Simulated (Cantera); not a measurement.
Source: NASA polynomial tables (part measured, part estimated), evaluated in Cantera. Values are per mole of reaction as written; species without (g) are pure solids or liquids, kept so even where they would boil at 1 bar.

3 Cu + 2 NF3(g) → 3 CuF2 + 2 N(g), with ΔH° = -407.9 kJ and ΔS° = -81.8 J/K at 300 K.

Problem. How far is the shortcut ΔG° ≈ ΔH°(300 K) − T·ΔS°(300 K) from the full temperature-dependent value at 2473, 2523, 2573, 2623 K?

Solution. 
```csv
T (K),shortcut (kJ),full (kJ),difference (kJ),difference in log10 K,condensed phases
2473,-205.6,-575.8,370.2,-7.82,"Cu(l), CuF2(l)"
2523,-201.5,-584.9,383.4,-7.94,"Cu(l), CuF2(l)"
2573,-197.5,-594.1,396.6,-8.05,"Cu(l), CuF2(l)"
2623,-193.4,-603.3,410.0,-8.16,"Cu(l), CuF2(l)"
```
The shortcut ignores heat capacities and the phase changes listed.
